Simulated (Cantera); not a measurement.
Input (Python, Cantera) and output of one run.

```python
import numpy as np
import cantera as ct

gas_names = """
    C CO COS CO2 CS CS2 C2 C2O C3 C3O2 C4 C5 O O2 O3 S SO SO2 SO3 S2 S2O S8
""".split()
cond_names = """
    C(gr) S(cr1) S(cr2) S(L)
""".split()


# ... load() reads the species with a 1 bar reference pressure and builds the phases ...
atoms = {
    'CS2': {'C': 1, 'S': 2},
    'O2': {'O': 2},
}
top_T = {'C(gr)': 4500}  # K; cautious upper limits of use, not melting points


# ... equilibrate(T, P, feed) seeds the gas with the atoms and calls Mixture.equilibrate('TP', solver="vcs", rtol=1e-11, max_steps=5000) ...
results = []
feed = {'CS2': 1, 'O2': 0.66}  # mol
T = 2998  # K
P = 10000  # Pa
mix = equilibrate(T, P, feed)
results.append((T, P, feed, dict(zip(mix.species_names, mix.species_moles))))
print(gas.report(threshold=0.0001))
for i in range(1, mix.n_phases):
    print(f"{mix.phase(i).name:16s} {mix.phase_moles(i):12.5e} mol")
```

It prints:

```
       temperature   2998 K
          pressure   10000 Pa
           density   0.015167 kg/m^3
  mean mol. weight   37.805 kg/kmol
   phase of matter   gas

                          1 kg             1 kmol
                     ---------------   ---------------
          enthalpy         4.054e+06        1.5326e+08  J
   internal energy        3.3946e+06        1.2833e+08  J
           entropy            7847.3        2.9667e+05  J/K
    Gibbs function       -1.9472e+07       -7.3616e+08  J
 heat capacity c_p            887.25             33543  J/K
 heat capacity c_v            667.32             25228  J/K

                      mass frac. Y      mole frac. X     chem. pot. / RT
                     ---------------   ---------------   ---------------
                CO           0.28439           0.38384           -36.849
               COS        0.00032759        0.00020617           -53.104
               CO2         0.0054295         0.0046642           -57.511
                 O         0.0019049         0.0045014           -20.662
                O2        0.00013563        0.00016025           -41.323
                 S           0.27819           0.32804           -16.254
                SO           0.12884           0.10135           -36.916
               SO2          0.011096         0.0065488           -57.578
                S2           0.28859           0.17016           -32.509
               S2O         0.0010544        0.00049753           -53.171
     [  +12 minor]        4.1862e-05        3.4361e-05

C(gr)             0.00000e+00 mol
S(L)              0.00000e+00 mol
```

Method: chemical equilibrium by Gibbs-energy minimisation in Cantera with the NASA 1993 tables (ideal gas, pure condensed phases).
